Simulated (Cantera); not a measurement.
A closed system holds: 1 mol MgF₂, 0.29 mol HF, 9.2 mol H₂, at 100 Torr.

Equilibrium computed with Cantera from the NASA thermochemical tables; the gas is ideal and each condensed phase is pure. Candidate condensed phases: Mg, MgF₂; 17 gas species. The numbers say what is thermodynamically allowed, not how fast it happens.

Task: Which condensed phases are stable at each of these points (T (K)): 975, 1050, 1125, 1200, 1275, 1350, 1425, 1500, 1575, 1650, 1725, 1800, 1875?

Result: 
| T (K) | condensed phases | Mg condensed (%) |
|---|---|---|
| 975 | MgF₂(s) | 100.0 |
| 1050 | MgF₂(s) | 100.0 |
| 1125 | MgF₂(s) | 100.0 |
| 1200 | MgF₂(s) | 100.0 |
| 1275 | MgF₂(s) | 100.0 |
| 1350 | MgF₂(s) | 100.0 |
| 1425 | MgF₂(s) | 99.9 |
| 1500 | MgF₂(s) | 99.6 |
| 1575 | MgF₂(l) | 98.5 |
| 1650 | MgF₂(l) | 95.1 |
| 1725 | MgF₂(l) | 85.4 |
| 1800 | MgF₂(l) | 60.8 |
| 1875 | MgF₂(l) | 5.3 |

From 975 K to 1500 K the condensed part is MgF₂(s). From 1575 K to 1875 K the condensed part is MgF₂(l).
